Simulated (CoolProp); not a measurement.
Octamethylcyclotetrasiloxane (D4) along the isotherm 346.85 °C: fugacity coefficient from the reference equation and from simpler models built on Tc = 313.4 °C, pc = 13.47 bar, ω = 0.598; each cubic takes its own stable root.

The numbers come from the reference Helmholtz-energy equation of state, Thol 2015 in CoolProp.

| p (bar) | phase | reference | van der Waals | Redlich-Kwong | Soave-Redlich-Kwong |
|---|---|---|---|---|---|
| 10.4 | gas | 0.7897 | 0.8016 | 0.7851 | 0.7994 |
| 20.7 | supercritical | 0.5944 | 0.5894 | 0.5772 | 0.6136 |
| 31.1 | supercritical | 0.4584 | 0.4673 | 0.4484 | 0.4862 |
| 41.5 | supercritical | 0.3877 | 0.4093 | 0.3832 | 0.4189 |
| 51.8 | supercritical | 0.3472 | 0.3793 | 0.3460 | 0.3803 |
| 62.2 | supercritical | 0.3220 | 0.3637 | 0.3230 | 0.3565 |
| 72.5 | supercritical | 0.3062 | 0.3572 | 0.3088 | 0.3419 |
| 82.9 | supercritical | 0.2963 | 0.3569 | 0.3002 | 0.3333 |
| 93.3 | supercritical | 0.2907 | 0.3612 | 0.2956 | 0.3290 |
| 104 | supercritical | 0.2882 | 0.3696 | 0.2940 | 0.3279 |
| 114 | supercritical | 0.2883 | 0.3806 | 0.2948 | 0.3293 |
| 124 | supercritical | 0.2902 | 0.3944 | 0.2974 | 0.3327 |
| 135 | supercritical | 0.2942 | 0.4124 | 0.3021 | 0.3384 |
